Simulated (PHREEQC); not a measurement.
Solution A (0.043 mol/kgw CuSO4 and 0.00055 mol/kgw NaCl) is mixed with solution B (0.012 mol HCl, 0.014 mol ZnSO4 and 0.0042 mol KCl per kg of water) at 25 °C; shares are by mass of water, 1 kg in all. Oxygen alone is held at its pressure in air (log pO2 = -0.68). The system is closed to CO2. Solids allowed: Tenorite, Brochantite, Antlerite, Atacamite, Zincite(c), Zn4(OH)6SO4, Zn5(OH)8Cl2, Halite, Mirabilite, Chalcanthite, Goslarite. Others were left out.

Computed with PHREEQC (ion-association model, wateq4f.dat).

```tsv
share of solution B	pH	Antlerite (mol)	Zn+2 (mol/kgw)	Cu+2 (mol/kgw)	SO4-2 (mol/kgw)	CuSO4 (mol/kgw)
0	4.09	4.73e-5	0	0.0247	0.0246	0.0182
0.1	3.28	0	0.000714	0.0227	0.0228	0.0159
0.2	2.96	0	?	0.0206	0.0208	0.0137
0.3	2.77	0	0.00229	?	0.0190	0.0115
0.4	2.63	0	0.00316	0.0162	0.0171	?
0.5	2.51	0	0.00409	0.0138	0.0153	0.00752
0.6	2.42	0	0.00509	0.0114	0.0136	0.00570
0.7	2.33	0	0.00616	0.00877	0.0119	0.00401
0.8	2.25	0	0.00733	0.00603	0.0102	0.00247
0.9	2.18	0	0.00861	0.00311	0.00856	0.00113
1	2.11	0	0.0100	0	0.00697	0
```

Question: Some entries are withheld; supply them.

Answer: 
- 0.2, Zn+2 (mol/kgw): 0.00147
- 0.3, Cu+2 (mol/kgw): 0.0185
- 0.4, CuSO4 (mol/kgw): 0.00947

Species that the database lacks are ignored.
